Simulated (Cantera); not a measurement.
**Chemical vapour transport: TiO2 + Cl2 + HCl**

Charge: 1 mol TiO2, 0.42 mol Cl2, 0.11 mol HCl, held at 31.0 mbar.

Method: chemical equilibrium by Gibbs-energy minimisation in Cantera with the NASA 1993 tables (ideal gas, pure condensed phases). Candidate condensed phases: H2O, Ti, TiCl2, TiCl3, TiCl4, TiO, TiO2, Ti2O3, Ti3O5, Ti4O7; 23 gas species. Condensed phases not in the tables: TiOCl. Equilibrium is a limit: real reactors are often held back by kinetics, nucleation or transport.

| T (°C) | x Cl2 | x Cl | x HCl | x TiCl4 | x O2 | x ClO | n TiO2(rutile) |
|---|---|---|---|---|---|---|---|
| 702 | 0.790 | 0.00134 | 0.207 | 0.000465 | 0.000425 | 3.23e-7 | 1.000 |
| 752 | 0.788 | 0.00282 | 0.207 | 0.000775 | 0.000737 | 7.85e-7 | 1.000 |
| 802 | 0.785 | 0.00555 | 0.207 | 0.00124 | 0.00120 | 1.74e-6 | 0.999 |
| 852 | 0.780 | 0.0103 | 0.206 | 0.00190 | 0.00186 | 3.59e-6 | 0.999 |
| 902 | 0.771 | 0.0181 | 0.206 | 0.00279 | 0.00276 | 6.90e-6 | 0.999 |
| 952 | 0.758 | 0.0302 | 0.204 | 0.00396 | 0.00392 | 1.25e-5 | 0.998 |
| 1002 | 0.738 | 0.0482 | 0.202 | 0.00540 | 0.00536 | 2.13e-5 | 0.997 |
| 1052 | 0.712 | 0.0740 | 0.200 | 0.00711 | 0.00707 | 3.46e-5 | 0.996 |
| 1102 | 0.677 | 0.109 | 0.196 | 0.00901 | 0.00896 | 5.32e-5 | 0.995 |
| 1152 | 0.632 | 0.155 | 0.191 | 0.0110 | 0.0109 | 7.76e-5 | 0.994 |
| 1202 | 0.576 | 0.212 | 0.185 | 0.0129 | 0.0128 | 0.000107 | 0.992 |
| 1252 | 0.512 | 0.280 | 0.178 | 0.0144 | 0.0143 | 0.000141 | 0.991 |
x: gas mole fraction; n: condensed amount in mol.

From 702 °C to 1252 °C the condensed part is TiO2(rutile). The main Ti-bearing gas is TiCl4 throughout.
